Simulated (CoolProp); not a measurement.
n-pentane along the isotherm 509.7 K: density (kg/m³) from the reference equation and from simpler models built on Tc = 469.7 K, pc = 3368 kPa, ω = 0.251; each cubic takes its own stable root.

Model: reference Helmholtz-energy equation of state, Thol 2019, in CoolProp.

```json
[
 {"p (kPa)": "765", "phase": "gas", "reference": "13.87"},
 {"p (kPa)": "1530", "phase": "gas", "reference": "29.82"},
 {"p (kPa)": "2300", "phase": "gas", "reference": "48.90"},
 {"p (kPa)": "3060", "phase": "gas", "reference": "72.31"},
 {"p (kPa)": "3830", "phase": "supercritical", "reference": "104.2"},
 {"p (kPa)": "4590", "phase": "supercritical", "reference": "151.3"},
 {"p (kPa)": "5360", "phase": "supercritical", "reference": "219.8"},
 {"p (kPa)": "6120", "phase": "supercritical", "reference": "276.6"},
 {"p (kPa)": "6890", "phase": "supercritical", "reference": "311.7"},
 {"p (kPa)": "7650", "phase": "supercritical", "reference": "334.7"},
 {"p (kPa)": "8420", "phase": "supercritical", "reference": "351.7"}
]
```

Q: How far does each simpler model (van der Waals, Soave-Redlich-Kwong) lie from the reference over these 11 states: mean and median of the absolute difference, and the worst?

A: 
- van der Waals: mean 8.5 %, median 4.2 %, worst -21.6 % at 509.7 K and 8420 kPa
- Soave-Redlich-Kwong: mean 7.4 %, median 5.7 %, worst -15.5 % at 509.7 K and 6890 kPa
